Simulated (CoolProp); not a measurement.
Vapour-liquid equilibrium of R13 (1) + n-butane (2) at 0.00998 MPa; x and y are mole fractions of (1).

Computed with CoolProp (multi-fluid Helmholtz-energy mixture model, Platzer 1990 and Bücker 2006; pair parameters Bell 2016). This equation is an older, rougher fit; its heat capacities, sound speeds and derivatives of the liquid may be far off and weren't checked against measurements.

**Question.** Give the bubble temperature and the first vapour's composition at x = 0.125, 0.575, 0.875. Is there an azeotrope?

**Answer.** x = 0.125: 171.1 K, y = 0.988; x = 0.575: 160.6 K, y = 0.997; x = 0.875: 158.5 K, y = 0.999. No azeotrope shows between x = 0.05 and 0.95.

Pair parameters are fitted to limited data, so mixtures are less certain than the pure fluids. With so large a gap from Raoult's law the liquid may split in two, which this calculation doesn't test in full.
